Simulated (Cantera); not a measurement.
A perfectly stirred reactor is fed with H2 : O2 : N2 = 0.7 : 1 : 0.77 (molar parts), equivalence ratio 0.35, at 0.910 bar; it is held at 1198 K, and followed from long to short residence time.

Detailed kinetics in Cantera: GRI-Mech 3.0 (53 species, 325 reactions). The temperature is held fixed by assumption; the heat of reaction is taken as removed at once.

x: mole fraction; the columns are a selection and need not sum to one.

| τ (s) | x H2 | x O2 | x NO2 | x O | x NO | x HO2 |
|---|---|---|---|---|---|---|
| 4.5 | 0.000119 | 0.307 | 1.57e-8 | 1.07e-6 | 3.70e-8 | 5.67e-6 |
| 1.2 | 0.000312 | 0.307 | 1.98e-8 | 3.17e-6 | 4.19e-8 | 1.40e-5 |
| 0.30 | 0.000812 | 0.307 | 1.53e-8 | 1.00e-5 | 3.95e-8 | 3.27e-5 |
| 0.076 | 0.00195 | 0.307 | 8.06e-9 | 3.00e-5 | 3.26e-8 | 6.72e-5 |
| 0.020 | (withheld) | 0.308 | (withheld) | (withheld) | (withheld) | (withheld) |
| 0.0050 | (withheld) | 0.309 | (withheld) | (withheld) | (withheld) | (withheld) |
| 0.0013 | 0.0149 | 0.311 | 1.69e-9 | 0.000554 | 7.28e-8 | 0.000254 |
| 0.00033 | 0.0270 | 0.314 | 1.37e-9 | 0.00133 | 1.59e-7 | 0.000322 |

### Question
Some entries are withheld; supply them.

### Answer

- 0.020, x H2: 0.00415
- 0.020, x NO2: 3.78e-9
- 0.020, x O: 8.18e-5
- 0.020, x NO: 2.87e-8
- 0.020, x HO2: 0.000118
- 0.0050, x H2: 0.00816
- 0.0050, x NO2: 2.17e-9
- 0.0050, x O: 0.000221
- 0.0050, x NO: 3.76e-8
- 0.0050, x HO2: 0.000184
